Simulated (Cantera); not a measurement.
Feed: 1 mol Si, 0.57 mol HCl, a varied amount of H2, equilibrated at 1425 K and 4.70 bar.

Method: chemical equilibrium by Gibbs-energy minimisation in Cantera with the NASA 1993 tables (ideal gas, pure condensed phases). Candidate condensed phases: Si; 19 gas species. Rates play no part.

Q: What share of the Si ends up in condensed phases as a function of n(H2) (mol), at 0.51, 0.7, 0.97, 1.3, 1.8, 2.5, 3.4, 4.7, 6.4, 8.8, 12, 17?

A: 
```
n(H2) (mol)  Si condensed (%)     as
-----------  ----------------  -----
0.51                     84.6  Si(s)
0.7                      84.7  Si(s)
0.97                     85.0  Si(s)
1.3                      85.3  Si(s)
1.8                      85.8  Si(s)
2.5                      86.4  Si(s)
3.4                      87.1  Si(s)
4.7                      88.1  Si(s)
6.4                      89.1  Si(s)
8.8                      90.4  Si(s)
12                       91.8  Si(s)
17                       93.3  Si(s)
```
